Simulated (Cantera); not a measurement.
Input: 1 mol AlCl₃, 52 mol N₂, 560 mol H₂, at 1998.15 K and 4.20 mbar.

These are equilibrium values from Cantera (NASA tables, ideal gas, pure condensed phases), not measurements of a reactor. Candidate condensed phases: Al, AlCl₃, AlN, NH₄Cl; 20 gas species. Kinetics and transport are ignored.

Base state: H₂ 0.888, N₂ 0.0837, H 0.0233, HCl 0.00334, AlCl 0.00142, Al 0.000184, Cl 6.54e-5 (mole fractions); condensed: gas only.

What changes in the equilibrium state with this change: temperature from 1998.15 K to 1473.15 K?


| species | before | after |
|---|---|---|
| H₂ | 0.888 | 0.910 |
| N₂ | 0.0837 | 0.0845 |
| HCl | 0.00334 | 0.00360 |
| H | 0.0233 | 0.000187 |
| AlCl | 0.00142 | 0.00124 |
| Al | 0.000184 | 3.08e-7 |
| Cl | 6.54e-5 | 5.97e-7 |
| AlCl₂ | 1.39e-6 | 2.19e-5 |
| AlN(s), mol | 0 | 0.225 |
The tables' values for AlCl₂ are old estimates; treat these amounts as uncertain.
